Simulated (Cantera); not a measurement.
A closed system holds: 1 mol C2H2, 1.3 mol O2, held at 798.15 K and 1 atm.

Cantera equilibrium calculation (NASA polynomials, part measured and part estimated; ideal gas, pure solids and liquids). Candidate condensed phases: C, C6H6, C7H8, C8H18, H2O; 110 gas species. The numbers say what is thermodynamically allowed, not how fast it happens.

Base state: CO2 0.475, H2O 0.264, H2 0.159, CO 0.0669, CH4 0.0353 (mole fractions); condensed: C(graphite).

Problem. What changes in the equilibrium state with this change: temperature from 798.15 K to 550 K?

Solution. 
```csv
species,before,after
CO2,0.475,0.491
H2O,0.264,0.455
CH4,0.0353,0.0437
H2,0.159,0.0101
CO,0.0669,0.000189
"C(graphite), mol",0.828,1.03
```
